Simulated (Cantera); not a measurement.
Input: 1 mol borazine, 0.35 mol O₂, 1.9 mol H₂, at 1200 Pa.

These are equilibrium values from Cantera (NASA tables, ideal gas, pure condensed phases), not measurements of a reactor. Candidate condensed phases: B, BN, B₂O₃, B₃O₃H₃, H₂O; 39 gas species. The feed counts by its element totals alone. The tables' values for BH₂ are old estimates; treat these amounts as uncertain. Rates play no part.

**Question.** At 1850 K, list the 5 most abundant gas species with their mole fractions, and the condensed phases.

**Answer.** H₂ 0.841, HBO 0.0646, N₂ 0.0588, B₂O₂ 0.0173, BO 0.00585. Condensed: BN(s).
